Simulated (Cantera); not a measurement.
## Transport properties of process gases

Gas mixture: H2O : C2H4 = 0.19 : 0.29 (molar parts), at 135 Torr, frozen composition.

Cantera's kinetic-theory transport with the Lennard-Jones parameters of GRI-Mech 3.0, ideal gas; thermal conductivity in the mixture-averaged form. Polar gases are described roughly by these parameters. The composition is frozen, though it would react at the higher temperatures.

| T (K) | ρ (kg/m³) | cp (J/kg/K) | μ (µPa s) | λ (mW/m/K) | Pr | D (cm²/s) H | D (cm²/s) OH | D (cm²/s) CH3 |
|---|---|---|---|---|---|---|---|---|
| 400 | 0.130 | 1884 | 13.6 | 34.9 | 0.734 | 9.95 | 2.70 | 1.86 |
| 600 | 0.0869 | 2377 | 19.9 | 62.8 | 0.755 | 20.9 | 5.54 | 3.90 |
| 800 | 0.0652 | 2742 | 25.7 | 92.7 | 0.759 | 34.7 | 9.10 | 6.48 |
| 1000 | 0.0521 | 3040 | 30.9 | 123 | 0.763 | 51.1 | 13.3 | 9.53 |
| 1200 | 0.0434 | 3273 | 35.8 | 154 | 0.763 | 69.8 | 18.1 | 13.0 |
| 1400 | 0.0372 | 3460 | 40.3 | 183 | 0.762 | 90.6 | 23.4 | 16.9 |
| 1600 | 0.0326 | 3609 | 44.6 | 212 | 0.760 | 114 | 29.3 | 21.2 |
| 1800 | 0.0290 | 3728 | 48.7 | 240 | 0.757 | 138 | 35.7 | 25.8 |
D: mixture-averaged diffusion coefficient of that species in the mixture.
